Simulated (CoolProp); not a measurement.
Properties of acetone along the isotherm 543.2 K.

Computed with CoolProp (reference Helmholtz-energy equation of state, Lemmon 2006). It is a short technical equation, of lower accuracy than the large ones.

| p (kPa) | phase | Z | cv (kJ/(kg K)) | speed of sound (m/s) | Joule-Thomson coefficient (K/MPa) | isothermal compressibility (1/MPa) | expansivity (1/kK) |
|---|---|---|---|---|---|---|---|
| 782 | gas | (withheld) | 1.862 | 276.8 | 9.470 | 1.352 | 2.220 |
| 1560 | gas | 0.8919 | 1.897 | 263.7 | 9.802 | 0.7222 | 2.711 |
| 2350 | gas | 0.8332 | 1.936 | 249.8 | 10.17 | 0.5172 | 3.380 |
| 3130 | gas | 0.7718 | 1.980 | 235.5 | 10.55 | 0.4250 | 4.306 |
| 3910 | gas | 0.7058 | 2.030 | 220.5 | 10.93 | 0.3806 | 5.675 |
| 4690 | gas | 0.6336 | 2.088 | 204.5 | 11.27 | 0.3669 | 7.866 |
| 5470 | supercritical | 0.5528 | 2.154 | 187.7 | 11.47 | 0.3832 | 11.79 |
| 6260 | supercritical | 0.4580 | 2.226 | 170.2 | 11.18 | 0.4428 | 20.01 |
| 7040 | supercritical | 0.3582 | 2.256 | 161.7 | 9.151 | (withheld) | (withheld) |

Some entries are withheld; supply them.


- 782, Z: 0.9469
- 7040, isothermal compressibility (1/MPa): 0.4441
- 7040, expansivity (1/kK): 30.03
